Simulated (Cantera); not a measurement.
Silicon nitride deposition: SiHCl₃ + N₂ + H₂

A closed system holds: 1 mol SiHCl₃, a varied amount of N₂, 20 mol H₂, equilibrated at 0.000160 bar.

Cantera equilibrium calculation (NASA polynomials, part measured and part estimated; ideal gas, pure solids and liquids). Candidate condensed phases: NH₄Cl, Si, Si₃N₄; 28 gas species. N₂ is the only nitrogen source here; it is nearly inert below about 1500 K, so the nitride shown seldom forms there in practice. The tables' values for SiCl₃ are old estimates. Equilibrium is a limit: real reactors are often held back by kinetics, nucleation or transport.

Stable condensed phases:

```
T in K \ n(N₂) in mol
         0.74  1.3  2.3    4  7.1   12   22   39
   1925     A    A    A    A    A    A    A    A
   1875     A    A    A    A    A    A    A    A
   1825     A    A    A    A    A    A    A    A
   1775     B    B    B    B    A    A    A    A
   1725     B    B    B    B    B    B    B    A
   1675     B    B    B    B    B    B    B    B
   1625     B    B    B    B    B    B    B    B
   1575     B    B    B    B    B    B    B    B
   1525     B    B    B    B    B    B    C    C
   1475     B    B    B    B    C    C    C    C
   1425     B    B    C    C    C    C    C    C
```

A: gas only; B: Si; C: Si₃N₄.
